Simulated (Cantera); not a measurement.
A perfectly stirred reactor is fed with CH₄ : CO : O₂ : N₂ = 1 : 0.4 : 1.47 : 5.51 (molar parts), equivalence ratio 1.5, at 760 Torr; it is adiabatic with a 623 K inlet, and is followed from long to short residence time, starting on the burning branch (τ in s: 0.34, 0.081, 0.019, 0.0045, 0.0011, 0.00025, 6e-05, 1.4e-05, 3.4e-06).

Computed with Cantera and GRI-Mech 3.0 (53 species, 325 reactions).

x: mole fraction; the columns are a selection and need not sum to one.

```tsv
τ (s)	T (K)	x CH₄	x CO	x O₂	x C₂H₆	x CO₂	x C₂H	x HO₂
0.34	2180	1.57e-5	0.103	3.09e-5	7.95e-11	0.0537	1.29e-10	9.08e-9
0.081	2174	3.40e-5	0.103	7.86e-5	5.33e-10	0.0537	8.63e-10	2.22e-8
0.019	2163	6.36e-5	0.103	0.000210	2.62e-9	0.0537	4.43e-9	6.27e-8
0.0045	2145	?	0.103	?	?	0.0535	?	?
0.0011	2121	?	0.103	?	?	0.0524	?	?
0.00025	2065	0.00135	0.106	0.00607	1.36e-6	0.0473	6.89e-7	2.75e-6
6.0e-5	623	0.119	0.0477	0.175	<1e-12	<1e-12	<1e-12	<1e-12
1.4e-5	623	0.119	0.0477	0.175	<1e-12	<1e-12	<1e-12	<1e-12
3.4e-6	623	0.119	0.0477	0.175	<1e-12	<1e-12	<1e-12	<1e-12
```

**Question.** What belongs in the gaps?

**Answer.** 
- 0.0045, x CH₄: 0.000132
- 0.0045, x O₂: 0.000566
- 0.0045, x C₂H₆: 1.31e-8
- 0.0045, x C₂H: 2.27e-8
- 0.0045, x HO₂: 1.77e-7
- 0.0011, x CH₄: 0.000350
- 0.0011, x O₂: 0.00162
- 0.0011, x C₂H₆: 9.33e-8
- 0.0011, x C₂H: 1.31e-7
- 0.0011, x HO₂: 5.38e-7
